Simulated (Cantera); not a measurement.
An isothermal, constant-pressure homogeneous reactor starts with 0.901 % C2H6, 99.1 % N2, at 1600 K and 0.415 atm.

Detailed kinetics in Cantera: GRI-Mech 3.0 (53 species, 325 reactions). GRI-Mech 3.0 stops at C3 and has no aromatics, soot or wall deposition, so with more carbon than oxygen in the feed, carbon stays in small species such as C2H2 where larger ones or solid carbon would form.

x: mole fraction; the columns are a selection and need not sum to one.

| t (s) | x C2H6 | x H | x CH4 | x CH3 | x HCN | x C2H | x C2H4 |
|---|---|---|---|---|---|---|---|
| 0.000400 | 0.00103 | [?] | 0.00153 | 0.000767 | 3.17e-6 | 1.12e-7 | 0.00472 |
| 0.000841 | 0.000129 | [?] | 0.00188 | 0.000292 | 4.11e-6 | 1.15e-7 | 0.00336 |
| 0.00177 | 1.86e-5 | [?] | 0.00191 | 0.000120 | 4.36e-6 | 6.49e-8 | 0.00190 |
| 0.00372 | 4.56e-6 | [?] | 0.00191 | 5.86e-5 | 4.41e-6 | 3.60e-8 | 0.000998 |
| 0.00783 | 1.57e-6 | [?] | 0.00190 | 3.38e-5 | 4.42e-6 | 2.24e-8 | 0.000444 |
| 0.0165 | 8.48e-7 | 9.74e-6 | 0.00188 | 2.48e-5 | 4.43e-6 | 1.72e-8 | 0.000136 |
| 0.0346 | 7.14e-7 | 9.25e-6 | 0.00183 | 2.28e-5 | 4.44e-6 | 1.64e-8 | 2.54e-5 |
| 0.0729 | 6.50e-7 | 9.32e-6 | 0.00175 | 2.18e-5 | 4.46e-6 | 1.65e-8 | 1.37e-5 |
| 0.153 | 5.43e-7 | 9.47e-6 | 0.00160 | 1.99e-5 | 4.50e-6 | 1.67e-8 | 1.24e-5 |
| 0.322 | 3.89e-7 | 9.72e-6 | 0.00135 | 1.69e-5 | 4.57e-6 | 1.70e-8 | 1.07e-5 |
| 0.678 | 2.20e-7 | 1.01e-5 | 0.00101 | 1.28e-5 | 4.70e-6 | 1.74e-8 | 8.90e-6 |
| 1.43 | 9.43e-8 | 1.05e-5 | 0.000660 | 8.38e-6 | 4.88e-6 | 1.79e-8 | 7.71e-6 |
| 3.00 | 3.11e-8 | 1.08e-5 | 0.000378 | 4.83e-6 | 5.12e-6 | 1.83e-8 | 7.23e-6 |

Question: Complete the blanks.

Answer: 
- 0.000400, x H: 0.000133
- 0.000841, x H: 8.71e-5
- 0.00177, x H: 4.17e-5
- 0.00372, x H: 2.15e-5
- 0.00783, x H: 1.29e-5
